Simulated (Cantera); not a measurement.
Halide evaporation, hydrolysis and transport: SrCl₂ + HCl + H₂

Feed: 1 mol SrCl₂, 1.1 mol HCl, 160 mol H₂, equilibrated at 6100 Pa.

These are equilibrium values from Cantera (NASA tables, ideal gas, pure condensed phases), not measurements of a reactor. Candidate condensed phases: Sr, SrCl₂; 8 gas species. Rates play no part.

```tsv
T (°C)	x H₂	x HCl	x SrCl₂	x H	n SrCl₂(s)	n SrCl₂(l)
775	0.993	0.00683	2.03e-7	3.12e-8	1.000	0
825	0.993	0.00683	1.11e-6	9.98e-8	1.000	0
875	0.993	0.00683	5.11e-6	2.89e-7	0	0.999
925	0.993	0.00683	1.91e-5	7.67e-7	0	0.997
975	0.993	0.00683	6.38e-5	1.88e-6	0	0.990
1025	0.993	0.00683	0.000193	4.32e-6	0	0.969
1075	0.993	0.00682	0.000531	9.33e-6	0	0.914
1125	0.992	0.00682	0.00135	1.91e-5	0	0.782
1175	0.990	0.00681	0.00320	3.71e-5	0	0.483
1225	0.987	0.00679	0.00617	6.91e-5	0	0
1275	0.987	0.00679	0.00616	0.000124	0	0
```
x: gas mole fraction; n: condensed amount in mol.

From 775 °C to 825 °C the condensed part is SrCl₂(s). From 875 °C to 1175 °C the condensed part is SrCl₂(l). From 1225 °C to 1275 °C nothing is condensed. The main Sr-bearing gas is SrCl₂ throughout.
